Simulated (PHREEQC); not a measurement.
Make-up at 25 °C: 0.16 mol H3PO4 and 0.00081 mol K2HPO4 per kg of water. Closed to the air; pH follows from the charge balance.

Equilibrium calculation in PHREEQC: ion-association model, phreeqc.dat.

```
Item                           Value
--------------------  --------------
pH                              1.54
ionic strength        0.0350 mol/kgw
specific conductance     11400 µS/cm
total alkalinity         -159 meq/kg
```

```
species  molality  activity   log γ
-------  --------  --------  ------
H3PO4       0.126     0.127   0.004
H2PO4-     0.0350    0.0297  -0.072
H+         0.0334    0.0290  -0.061
K+        0.00162   0.00135  -0.078
HPO4-2    1.25e-7   6.36e-8  -0.292
```

No solid was allowed to form.
